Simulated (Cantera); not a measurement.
## NO annealing gas

An isothermal, constant-pressure homogeneous reactor starts with NO : N2 = 1 : 1.6 (molar parts), at 1575 K and 0.109 atm.

Model: GRI-Mech 3.0 (53 species, 325 reactions), integrated in Cantera.

| t (s) | x NO | x N2O | x NO2 | x O2 | x N2 |
|---|---|---|---|---|---|
| 0.000100 | 0.385 | 3.76e-8 | 1.63e-9 | 8.70e-12 | 0.615 |
| 0.000286 | 0.385 | 1.07e-7 | 1.27e-8 | 6.79e-11 | 0.615 |
| 0.000818 | 0.385 | 3.07e-7 | 8.90e-8 | 4.93e-10 | 0.615 |
| 0.00234 | 0.385 | 8.72e-7 | 5.07e-7 | 3.29e-9 | 0.615 |
| 0.00669 | 0.385 | 2.46e-6 | 2.08e-6 | 2.14e-8 | 0.615 |
| 0.0191 | 0.385 | 6.71e-6 | 6.81e-6 | 1.67e-7 | 0.615 |
| 0.0548 | 0.385 | 1.69e-5 | 2.00e-5 | 1.78e-6 | 0.615 |
| 0.157 | 0.384 | 3.48e-5 | 4.38e-5 | 1.95e-5 | 0.615 |
| 0.448 | 0.384 | 4.86e-5 | 5.53e-5 | 0.000118 | 0.616 |
| 1.28 | 0.384 | 5.01e-5 | 5.93e-5 | 0.000434 | 0.616 |
| 3.67 | 0.382 | 4.96e-5 | 6.79e-5 | 0.00134 | 0.617 |
| 10.5 | 0.377 | 4.81e-5 | 8.74e-5 | 0.00389 | 0.619 |
| 30.0 | 0.363 | 4.42e-5 | 0.000124 | 0.0109 | 0.626 |
x: mole fraction; the columns are a selection and need not sum to one.

Equilibrium at this temperature and pressure: NO 0.00168, N2O 3.40e-8, NO2 2.29e-6, O2 0.191, N2 0.807 (gas phase only).
